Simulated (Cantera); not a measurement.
A diamond (100) surface in a fixed gas of H2 with x(CH4) = 0.015, x(H) = 0.00092, x(CH3) = 1.8e-05, 48.0 Torr; coverages are run to steady state.

Cantera simulation using the Harris–Goodwin 1993 mechanism for the reconstructed diamond (100) surface; the numbers are that mechanism's predictions, not measurements.

θ: site fractions in the mechanism's names (c6HH fully hydrogenated, c6H* and c6*H radical sites, c6** diradical, c6HM methylated).

```csv
T (K),growth (µm/h),θ c6HH,θ c6H*,θ c6*H,θ c6**,θ c6HM
925,0.396,0.657,0.0120,0.308,0.00513,0.0140
1000,0.505,0.594,0.0180,0.367,0.00885,0.00880
1075,0.417,0.538,0.0249,0.418,0.0136,0.00385
1150,(withheld),0.491,(withheld),0.456,(withheld),(withheld)
1225,(withheld),0.455,(withheld),0.482,(withheld),(withheld)
1300,0.108,0.430,0.0464,0.496,0.0279,4.49e-5
1375,0.0820,0.416,0.0527,0.501,0.0307,9.72e-6
```

Q: What belongs in the gaps?

A: 
- 1150, growth (µm/h): 0.218
- 1150, θ c6H*: 0.0322
- 1150, θ c6**: 0.0189
- 1150, θ c6HM: 0.00101
- 1225, growth (µm/h): 0.128
- 1225, θ c6H*: 0.0395
- 1225, θ c6**: 0.0238
- 1225, θ c6HM: 0.000213
